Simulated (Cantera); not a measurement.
An adiabatic, constant-pressure homogeneous reactor starts with H2 : O2 : N2 = 1 : 0.227 : 0.855 (molar parts), equivalence ratio 2.2, at 1123 K and 83000 Pa.

Computed with Cantera and the H2/O2 subset of GRI-Mech 3.0, which has no nitrogen chemistry.

One state of this run: T (K) = 2560; x H2 = 0.283; x O2 = 5.37e-5; x HO2 = 4.96e-8; x H2O = 0.238; x H = 0.0191. x: mole fraction; the columns are a selection and need not sum to one.

Q: Which value of t (s) does it belong to?
(A) 4.16e-5
(B) 0.000702
(C) 0.0987
(D) 1.01e-5

A: C, 0.0987
